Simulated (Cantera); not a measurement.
Feed: 1 mol B₂O₃, 0.14 mol NH₃, 0.44 mol N₂, at 0.0350 bar.

Equilibrium computed with Cantera from the NASA thermochemical tables; the gas is ideal and each condensed phase is pure. Candidate condensed phases: B, BN, B₂O₃, B₃O₃H₃, H₂O; 39 gas species. Mutual solubility and eutectic melting of coexisting phases are not modelled. Equilibrium is a limit: real reactors are often held back by kinetics, nucleation or transport. All values below are at 1225 K.

Base state: N₂ 0.708, H₂ 0.291, H₂O 0.000748, HBO₂ 0.000172 (mole fractions); condensed: BN(s) + B₂O₃(l).

Task: What changes in the equilibrium state with this change: B₂O₃ replaced by borazine?

Result: 
```json
[
 {"species": "H₂", "before": "0.291", "after": "0.863"},
 {"species": "N₂", "before": "0.708", "after": "0.137"},
 {"species": "H₂O", "before": "0.000748", "after": "0"},
 {"species": "HBO₂", "before": "0.000172", "after": "0"},
 {"species": "BN(s), mol", "before": "0.000399", "after": "3.00"},
 {"species": "B₂O₃(l), mol", "before": "1.000", "after": "0"}
]
```
The feed counts by its element totals alone.
